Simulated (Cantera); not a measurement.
A closed system holds: 1 mol AlN, 0.061 mol C, 0.25 mol N2, at 2323.15 K and 110 Pa.

Equilibrium computed with Cantera from the NASA thermochemical tables; the gas is ideal and each condensed phase is pure. Candidate condensed phases: Al, AlN, C; 16 gas species. Equilibrium is a limit: real reactors are often held back by kinetics, nucleation or transport.

Problem. What is the equilibrium state?

Solution. 
```json
{
  "x(Al)": "0.571",
  "x(N2)": "0.428",
  "x(CN)": "0.000418",
  "x(Al2)": "2.57e-5",
  "x(C3)": "2.32e-5",
  "x(C)": "1.10e-5",
  "x(C2N2)": "1.06e-5",
  "x(C2)": "2.07e-6",
  "x(AlC)": "1.99e-6",
  "n(C(graphite))": "0.0601 mol",
  "gas_amount": "1.750 mol",
  "log10 activity of Al(l) (absent)": "-2.08"
}
```
